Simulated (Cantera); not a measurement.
Cantera run, input and output.

```python
import numpy as np
import cantera as ct

gas = ct.Solution("gri30.yaml")
gas.TPX = 1375, 1600000, {'CH4': 1, 'H2': 0.041, 'O2': 5.94, 'N2': 22.3}
reactor = ct.IdealGasConstPressureReactor(gas, energy="on", clone=False)
net = ct.ReactorNet([reactor])
net.rtol, net.atol = 1e-08, 1e-16
show = ['CH4', 'H2', 'O2', 'N2O', 'C2H2', 'HO2']
times = np.geomspace(1e-06, 3, 13)

steps = ct.SolutionArray(gas, extra=["t"])
rows = []
print(f"{'t/s':>10s}{'T/K':>9s}{'P/Pa':>11s}" + "".join(f"{s:>11s}" for s in show))
for t in times:
    while net.time < t:
        t_next = net.step()
        steps.append(gas.state, t=t_next)
    rows.append([np.interp(t, steps.t, y) for y in (steps.T, steps.P, *steps(*show).X.T)])
    print(f"{t:10.3e}{rows[-1][0]:9.1f}{rows[-1][1]:11.4g}" + "".join(f"{x:11.3e}" for x in rows[-1][2:]))
rate = np.gradient(steps.T, steps.t)
print("integrator steps:", len(steps.t))
if steps.T.max() > steps.T[0] + 200:
    print(f"time of steepest temperature rise: {steps.t[rate.argmax()]:.4e} s")
gas.TPX = 1375, 1600000, {'CH4': 1, 'H2': 0.041, 'O2': 5.94, 'N2': 22.3}
gas.equilibrate("HP")
print(f"equilibrium (HP): T = {gas.T:.1f} K  " + "  ".join(f"{s} {gas[s].X[0]:.3e}" for s in show))
```

Output:

```
       t/s      T/K       P/Pa        CH4         H2         O2        N2O       C2H2        HO2
 1.000e-06   1375.0    1.6e+06  3.415e-02  1.400e-03  2.029e-01  1.609e-13  4.806e-20  9.902e-08
 3.465e-06   1375.0    1.6e+06  3.415e-02  1.400e-03  2.029e-01  1.376e-12  1.129e-17  3.421e-07
 1.201e-05   1375.0    1.6e+06  3.415e-02  1.400e-03  2.029e-01  1.498e-11  3.109e-15  1.188e-06
 4.162e-05   1375.1    1.6e+06  3.411e-02  1.398e-03  2.028e-01  2.208e-10  4.043e-12  4.787e-06
 1.442e-04   1383.1    1.6e+06  3.279e-02  1.414e-03  2.018e-01  5.150e-09  2.630e-08  3.422e-05
 4.998e-04   2111.1    1.6e+06  2.061e-16  3.041e-05  1.335e-01  1.718e-06  2.069e-21  5.130e-06
 1.732e-03   2111.0    1.6e+06  4.944e-18  3.039e-05  1.335e-01  1.717e-06  4.227e-23  5.127e-06
 6.002e-03   2110.6    1.6e+06  1.570e-22  3.032e-05  1.334e-01  1.715e-06  2.875e-28  5.117e-06
 2.080e-02   2109.3    1.6e+06  1.280e-22  3.009e-05  1.332e-01  1.709e-06  2.565e-29  5.085e-06
 7.208e-02   2105.4    1.6e+06  1.168e-22  2.939e-05  1.323e-01  1.691e-06  5.757e-29  4.989e-06
 2.498e-01   2097.6    1.6e+06  9.904e-23  2.805e-05  1.306e-01  1.668e-06  4.308e-29  4.803e-06
 8.657e-01   2093.8    1.6e+06  9.140e-23  2.742e-05  1.298e-01  1.662e-06  3.747e-29  4.715e-06
 3.000e+00   2093.7    1.6e+06  9.127e-23  2.741e-05  1.298e-01  1.662e-06  3.738e-29  4.713e-06
integrator steps: 1863
time of steepest temperature rise: 2.3416e-04 s
equilibrium (HP): T = 2093.7 K  CH4 1.371e-22  H2 2.741e-05  O2 1.298e-01  N2O 1.662e-06  C2H2 4.461e-29  HO2 4.713e-06
```

Detailed kinetics in Cantera: GRI-Mech 3.0 (53 species, 325 reactions). The pressure lies above the range GRI-Mech 3.0 was tuned for (to about 10 atm).
